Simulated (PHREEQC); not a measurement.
Dissolve 1.5 mmol/kgw PbCl2 at 25 °C. Closed to the air; pH follows from the charge balance.

All values are PHREEQC results (ion-association model, wateq4f.dat), not measurements.

* **pH**: 5.34
* **ionic strength**: 0.00426 mol/kgw

```json
[
 {"species": "Cl-", "molality": "0.00288", "activity": "0.00268", "log γ": "-0.031"},
 {"species": "Pb+2", "molality": "0.00138", "activity": "0.00104", "log γ": "-0.122"},
 {"species": "PbCl+", "molality": "0.000119", "activity": "0.000111", "log γ": "-0.031"},
 {"species": "H+", "molality": "4.91e-6", "activity": "4.60e-6", "log γ": "-0.028"},
 {"species": "PbOH+", "molality": "4.71e-6", "activity": "4.39e-6", "log γ": "-0.031"},
 {"species": "PbCl2", "molality": "4.71e-7", "activity": "4.71e-7", "log γ": "0.000"},
 {"species": "Pb2OH+3", "molality": "1.92e-7", "activity": "1.02e-7", "log γ": "-0.275"},
 {"species": "OH-", "molality": "2.33e-9", "activity": "2.17e-9", "log γ": "-0.031"},
 {"species": "PbCl3-", "molality": "1.08e-9", "activity": "1.00e-9", "log γ": "-0.031"}
]
```

Precipitation was switched off in this run.
